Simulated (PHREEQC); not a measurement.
Solution (35 °C): 5.3 mmol/kgw TMAH, 0.17 mmol/kgw Na2SiO3 and 180 mmol/kgw K3PO4. Closed to the air; pH follows from the charge balance.

Model: ion-association model, phreeqc.dat, run in PHREEQC.

| Property | Value |
|---|---|
| pH | 11.91 |
| ionic strength | 1.03 mol/kgw |
| activity of water | 0.987 |
| density | 1.030 g/cm³ |
| total alkalinity | 366 meq/kg |

| species | molality | activity | log γ |
|---|---|---|---|
| K+ | 0.537 | 0.318 | -0.227 |
| PO4-3 | 0.156 | 0.00147 | -2.027 |
| OH- | 0.0291 | 0.0166 | -0.243 |
| HPO4-2 | 0.0205 | 0.00333 | -0.788 |
| (CH3)4N+ | 0.00530 | 0.00315 | -0.225 |
| KHPO4- | 0.00318 | 0.00207 | -0.188 |
| Na+ | 0.000338 | 0.000246 | -0.138 |
| H3SiO4- | 0.000127 | 7.54e-5 | -0.225 |
| H2SiO4-2 | 4.30e-5 | 7.63e-6 | -0.751 |
| NaHPO4- | 2.46e-6 | 1.60e-6 | -0.188 |
| H4SiO4 | 3.61e-7 | 4.58e-7 | 0.103 |
| H2PO4- | 9.72e-8 | 6.31e-8 | -0.188 |

Precipitation was switched off in this run. Caution: at this ionic strength the ion-association model is outside its range; a Pitzer model would be the better tool where its parameters exist. (CH3)4N+ isn't in the database: it is added as a free cation with an ion size of 4 Å.
